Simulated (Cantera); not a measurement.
## NO annealing gas

A perfectly stirred reactor is fed with NO : N2 = 1 : 0.81 (molar parts), at 110000 Pa; it is held at 2198 K, and followed from long to short residence time.

Cantera simulation using GRI-Mech 3.0 (53 species, 325 reactions); the numbers are that mechanism's predictions, not measurements.

```csv
τ (s),x NO,x NO2,x O,x N2,x N2O,x O2
0.41,0.126,0.000170,0.00119,0.660,7.71e-6,0.212
0.19,0.201,0.000247,0.00109,0.623,1.90e-5,0.175
0.090,0.297,0.000314,0.000942,0.575,4.18e-5,0.127
0.042,0.397,0.000334,0.000761,0.525,7.60e-5,0.0772
0.020,0.469,0.000304,0.000595,0.489,0.000109,0.0410
0.0092,0.513,0.000254,0.000464,0.467,0.000132,0.0192
0.0043,0.534,0.000214,0.000383,0.456,0.000143,0.00871
0.0020,0.544,0.000187,0.000332,0.452,0.000146,0.00382
0.00094,0.549,0.000165,0.000294,0.449,0.000141,0.00160
0.00044,0.551,0.000139,0.000249,0.448,0.000127,0.000600
0.00021,0.552,0.000103,0.000188,0.448,0.000105,0.000187
```
x: mole fraction; the columns are a selection and need not sum to one.
